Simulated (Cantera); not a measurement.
Charge: 1 mol SiCl4, 3.1 mol N2O, 76 mol N2, at 1.00 bar.

Cantera equilibrium calculation (NASA polynomials, part measured and part estimated; ideal gas, pure solids and liquids). Candidate condensed phases: Si, SiO2, Si2N2O, Si3N4; 23 gas species. The tables hold silica as quartz up to 1696 K and as liquid above; real silica turns to tridymite and cristobalite and melts near 1996 K. Equilibrium is a limit: real reactors are often held back by kinetics, nucleation or transport.

### Question
Which condensed phases are stable at each of these points (T (K)): 900, 1000, 1100, 1200, 1300, 1400, 1500, 1600, 1700, 1800, 1900, 2000?

### Answer
```csv
T (K),condensed phases,Si condensed (%)
900,SiO2(β-quartz),100.0
1000,SiO2(β-quartz),100.0
1100,SiO2(β-quartz),100.0
1200,SiO2(β-quartz),100.0
1300,SiO2(β-quartz),100.0
1400,SiO2(β-quartz),100.0
1500,SiO2(β-quartz),100.0
1600,SiO2(β-quartz),100.0
1700,SiO2(condensed),100.0
1800,SiO2(condensed),100.0
1900,SiO2(condensed),100.0
2000,SiO2(l),100.0
```

From 900 K to 1600 K the condensed part is SiO2(β-quartz). From 1700 K to 1900 K the condensed part is SiO2(condensed). At 2000 K the condensed part is SiO2(l).
